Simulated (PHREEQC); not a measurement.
Model water analysis in mg/kgw, 25 °C, pH 6.36, pe 9.1: Na 7.71; K 20.6; Ca 6.56; Mg 4.31; Cl 25.9; S(6) as SO4 9.52; Alkalinity as HCO3 26; O(0) (dissolved oxygen) 0.00475.

Cl is adjusted to close the charge balance.
Valence states are taken as typed.

The numbers come from PHREEQC with the ion-association model, phreeqc.dat.

- ionic strength: 0.00196 mol/kgw
- specific conductance: 189 µS/cm

```csv
species,molality,activity,log γ
Cl-,0.000920,0.000875,-0.021
K+,0.000526,0.000501,-0.021
HCO3-,0.000425,0.000405,-0.021
CO2,0.000397,0.000397,0.000
Na+,0.000335,0.000319,-0.021
Mg+2,0.000174,0.000144,-0.083
Ca+2,0.000161,0.000133,-0.084
SO4-2,9.42e-5,7.76e-5,-0.084
MgSO4,2.61e-6,2.61e-6,0.000
CaSO4,1.83e-6,1.83e-6,0.000
CaHCO3+,7.20e-7,6.86e-7,-0.021
MgHCO3+,7.14e-7,6.80e-7,-0.021
H+,4.57e-7,4.37e-7,-0.020
KSO4-,2.87e-7,2.73e-7,-0.021
```

No solid was allowed to form.
